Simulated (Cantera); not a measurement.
Input: 1 mol SiH2Cl2, 3.7 mol N2, held at 100000 Pa.

Equilibrium computed with Cantera from the NASA thermochemical tables; the gas is ideal and each condensed phase is pure. Candidate condensed phases: NH4Cl, Si, Si3N4; 28 gas species. N2 is the only nitrogen source here; it is nearly inert below about 1500 K, so the nitride shown seldom forms there in practice. The numbers say what is thermodynamically allowed, not how fast it happens.

### Question
What share of the Si ends up in condensed phases as a function of T (K), at 798, 898, 998, 1098, 1198, 1298, 1398, 1498, 1598, 1698, 1798, 1898, 1998?

### Answer
```json
[
 {"T (K)": "798", "Si condensed (%)": "70.4", "as": "Si3N4(s)"},
 {"T (K)": "898", "Si condensed (%)": "72.4", "as": "Si3N4(s)"},
 {"T (K)": "998", "Si condensed (%)": "74.0", "as": "Si3N4(s)"},
 {"T (K)": "1098", "Si condensed (%)": "75.2", "as": "Si3N4(s)"},
 {"T (K)": "1198", "Si condensed (%)": "76.2", "as": "Si3N4(s)"},
 {"T (K)": "1298", "Si condensed (%)": "76.9", "as": "Si3N4(s)"},
 {"T (K)": "1398", "Si condensed (%)": "77.1", "as": "Si3N4(s)"},
 {"T (K)": "1498", "Si condensed (%)": "76.2", "as": "Si3N4(s)"},
 {"T (K)": "1598", "Si condensed (%)": "73.2", "as": "Si3N4(s)"},
 {"T (K)": "1698", "Si condensed (%)": "66.5", "as": "Si3N4(s)"},
 {"T (K)": "1798", "Si condensed (%)": "56.3", "as": "Si3N4(s)"},
 {"T (K)": "1898", "Si condensed (%)": "45.2", "as": "Si3N4(s)"},
 {"T (K)": "1998", "Si condensed (%)": "35.2", "as": "Si3N4(s)"}
]
```
